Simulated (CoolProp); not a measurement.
Vapour-liquid equilibrium of methanol (1) + dimethyl carbonate (2) at 1.56 MPa; x and y are mole fractions of (1).

Computed with CoolProp (multi-fluid Helmholtz-energy mixture model, de Reuck 1993 and Zhou 2011; pair parameters Bell 2016).

| x | bubble temperature (°C) | y at the bubble point | dew temperature at overall composition x (°C) | liquid density (mol/L) |
|---|---|---|---|---|
| 0.05 | ? | 0.152 | 205.6 | 9.001 |
| 0.2 | 181.4 | ? | 196.5 | 10.09 |
| 0.35 | ? | 0.589 | 186.9 | 11.23 |
| 0.5 | ? | ? | 177.0 | ? |
| 0.65 | 160.2 | ? | 167.1 | 14.15 |
| 0.8 | ? | 0.858 | 159.1 | 16.19 |
| 0.95 | 155.2 | 0.958 | 155.3 | 18.87 |

**Question.** Some entries are withheld; supply them.

**Answer.** 
- 0.05, bubble temperature (°C): 199.5
- 0.2, y at the bubble point: 0.433
- 0.35, bubble temperature (°C): 171.0
- 0.5, bubble temperature (°C): 164.5
- 0.5, y at the bubble point: 0.693
- 0.5, liquid density (mol/L): 12.54
- 0.65, y at the bubble point: 0.776
- 0.8, bubble temperature (°C): 157.1

No azeotrope shows between x = 0.05 and 0.95.

The pair parameters rest on a limited set of measurements; away from them the model extrapolates.
